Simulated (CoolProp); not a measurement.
R13 along the isotherm 136.35 °C: density (kg/m³) from the reference equation and from simpler models built on Tc = 29.9 °C, pc = 39.73 bar, ω = 0.175; each cubic takes its own stable root.

Computed with CoolProp (reference Helmholtz-energy equation of state, Platzer 1990). This equation is an older, rougher fit; its heat capacities, sound speeds and derivatives of the liquid may be far off and weren't checked against measurements.

| p (bar) | phase | reference |
|---|---|---|
| 9.93 | gas | 31.39 |
| 19.9 | gas | 64.92 |
| 29.8 | gas | 100.4 |
| 39.7 | gas | 138.3 |
| 49.7 | supercritical | 179.0 |
| 59.6 | supercritical | 221.9 |
| 69.5 | supercritical | 267.0 |
| 79.5 | supercritical | 314.4 |
| 89.4 | supercritical | 362.3 |
| 99.3 | supercritical | 410.4 |

Problem. How far does each simpler model (van der Waals, Redlich-Kwong) lie from the reference over these 10 states: mean and median of the absolute difference, and the worst?

Solution. 
- van der Waals: mean 6.4 %, median 6.1 %, worst +12.0 % at 136.35 °C and 89.4 bar
- Redlich-Kwong: mean 2.6 %, median 2.8 %, worst +4.1 % at 136.35 °C and 89.4 bar
